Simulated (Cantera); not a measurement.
A closed system holds: 1 mol Al, 0.46 mol NH₃, 30 mol N₂, held at 100000 Pa.

These are equilibrium values from Cantera (NASA tables, ideal gas, pure condensed phases), not measurements of a reactor. Candidate condensed phases: Al, AlN; 13 gas species. The numbers say what is thermodynamically allowed, not how fast it happens. All values below are at 1575 K.

Base state: N₂ 0.977, H₂ 0.0227 (mole fractions); condensed: AlN(s).

Task: What changes in the equilibrium state with this change: NH₃ from 0.46 to 4.2 mol?

Result: 
```
species       before    after
-----------  -------  -------
N₂             0.977    0.834
H₂            0.0227    0.166
H            6.26e-6  1.69e-5
AlN(s), mol     1.00     1.00
```
